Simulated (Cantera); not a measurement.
A diamond (100) surface in a fixed gas of H2 with x(CH4) = 0.0038, x(CH3) = 0.00094, at 1000 K, 1100 Pa; coverages are run to steady state.

Computed with Cantera and the Harris–Goodwin 1993 mechanism for the reconstructed diamond (100) surface.

One state of this run: growth (µm/h) = 5.34; θ c6HH = 0.589; θ c6H* = 0.0182; θ c6*H = 0.370; θ c6** = 0.00967; θ c6HM = 0.00960. θ: site fractions in the mechanism's names (c6HH fully hydrogenated, c6H* and c6*H radical sites, c6** diradical, c6HM methylated).

Q: Which value of x(H) does it belong to?
(A) 0.0001
(B) 0.052
(C) 0.00024
(D) 0.0015

A: B, 0.052
